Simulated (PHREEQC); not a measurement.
A solution holds 0.0022 mol CuCl2 and 0.018 mol KNO3 per kg of water, at 90 °C. Closed to the air; pH follows from the charge balance.

The numbers come from PHREEQC with the ion-association model, phreeqc.dat.

No solid was allowed to form.

Question: Estimate the pH.

Answer: pH 4.49.

Question: In which forms is Cl present?

Answer: Cl- 96 %, CuCl+ 3.7 % of the Cl.

Constants without temperature data keep their 25 °C values here.
